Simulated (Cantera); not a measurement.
Charge: 1 mol SiH₂Cl₂, 19 mol N₂, at 1525 K and 1.33 mbar.

Equilibrium computed with Cantera from the NASA thermochemical tables; the gas is ideal and each condensed phase is pure. Candidate condensed phases: NH₄Cl, Si, Si₃N₄; 28 gas species. The tables' values for SiCl₃, SiCl are old estimates; treat these amounts as uncertain. The numbers say what is thermodynamically allowed, not how fast it happens.

Base state: N₂ 0.904, HCl 0.0391, H₂ 0.0287, SiCl₂ 0.0278, SiCl₃ 0.000499, Cl 0.000120, H 0.000110, SiCl₄ 2.66e-5 (mole fractions); condensed: Si₃N₄(s).

What changes in the equilibrium state with this change: pressure from 1.33 mbar to 0.133 bar?


| species | before | after |
|---|---|---|
| N₂ | 0.904 | 0.906 |
| HCl | 0.0391 | 0.0654 |
| H₂ | 0.0287 | 0.0163 |
| SiCl₂ | 0.0278 | 0.00637 |
| SiCl₄ | 2.66e-5 | 0.00300 |
| SiCl | 1.13e-5 | 1.16e-7 |
| Si₃N₄(s), mol | 0.137 | 0.252 |
The tables' values for SiCl₃ are old estimates; treat these amounts as uncertain.

What changes in the equilibrium state with this change: temperature from 1525 K to 1100 K?


| species | before | after |
|---|---|---|
| N₂ | 0.904 | 0.907 |
| HCl | 0.0391 | 0.0751 |
| H₂ | 0.0287 | 0.0117 |
| SiCl₂ | 0.0278 | 8.39e-5 |
| SiCl₄ | 2.66e-5 | 0.00568 |
| SiCl | 1.13e-5 | <1e-9 |
| H | 0.000110 | 7.67e-8 |
| Cl | 0.000120 | 4.39e-7 |
| SiHCl₃ | 2.20e-6 | 1.31e-5 |
| Si₃N₄(s), mol | 0.137 | 0.293 |
N₂ is the only nitrogen source here; it is nearly inert below about 1500 K, so the nitride shown seldom forms there in practice. The tables' values for SiCl₃ are old estimates; treat these amounts as uncertain.

What changes in the equilibrium state with this change: SiH₂Cl₂ replaced by SiCl₄?


```json
[
 {"species": "N₂", "before": "0.904", "after": "0.937"},
 {"species": "SiCl₄", "before": "2.66e-5", "after": "0.0393"},
 {"species": "Cl", "before": "0.000120", "after": "0.0133"},
 {"species": "HCl", "before": "0.0391", "after": "0"},
 {"species": "H₂", "before": "0.0287", "after": "0"},
 {"species": "SiCl₂", "before": "0.0278", "after": "0.00336"},
 {"species": "H", "before": "0.000110", "after": "0"},
 {"species": "Cl₂", "before": "4.04e-9", "after": "4.95e-5"},
 {"species": "Si₃N₄(s), mol", "before": "0.137", "after": "0"}
]
```
The tables' values for SiCl₃ are old estimates; treat these amounts as uncertain.
